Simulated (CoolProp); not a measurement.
Vapour-liquid equilibrium of R114 (1) + n-pentane (2) at 350.1 K; x and y are mole fractions of (1).

Model: multi-fluid Helmholtz-energy mixture model, Platzer 1990 and Thol 2019; pair parameters Bell 2016, in CoolProp. This equation is an older, rougher fit; its heat capacities, sound speeds and derivatives of the liquid may be far off and weren't checked against measurements.

```json
[
 {"x": "0.05", "bubble pressure, mixture model (kPa)": "…", "bubble pressure, Raoult's law (kPa)": "367.0", "y, mixture model": "0.146", "y, Raoult's law": "0.118"},
 {"x": "0.2", "bubble pressure, mixture model (kPa)": "500.3", "bubble pressure, Raoult's law (kPa)": "446.3", "y, mixture model": "0.418", "y, Raoult's law": "0.389"},
 {"x": "0.35", "bubble pressure, mixture model (kPa)": "…", "bubble pressure, Raoult's law (kPa)": "525.5", "y, mixture model": "0.576", "y, Raoult's law": "0.579"},
 {"x": "0.5", "bubble pressure, mixture model (kPa)": "…", "bubble pressure, Raoult's law (kPa)": "604.8", "y, mixture model": "…", "y, Raoult's law": "0.718"},
 {"x": "0.65", "bubble pressure, mixture model (kPa)": "740.6", "bubble pressure, Raoult's law (kPa)": "684.0", "y, mixture model": "…", "y, Raoult's law": "0.826"},
 {"x": "0.8", "bubble pressure, mixture model (kPa)": "…", "bubble pressure, Raoult's law (kPa)": "763.3", "y, mixture model": "…", "y, Raoult's law": "0.911"},
 {"x": "0.95", "bubble pressure, mixture model (kPa)": "…", "bubble pressure, Raoult's law (kPa)": "842.6", "y, mixture model": "0.965", "y, Raoult's law": "0.980"}
]
```

Task: Some entries are withheld; supply them.

Result: 
- 0.05, bubble pressure, mixture model (kPa): 384.7
- 0.35, bubble pressure, mixture model (kPa): 594.7
- 0.5, bubble pressure, mixture model (kPa): 673.2
- 0.5, y, mixture model: 0.688
- 0.65, y, mixture model: 0.781
- 0.8, bubble pressure, mixture model (kPa): 800.2
- 0.8, y, mixture model: 0.870
- 0.95, bubble pressure, mixture model (kPa): 853.1

The largest gap from Raoult's law is +13.2 % in bubble pressure, at x = 0.35. No azeotrope shows between x = 0.05 and 0.95.

The pair parameters rest on a limited set of measurements; away from them the model extrapolates.
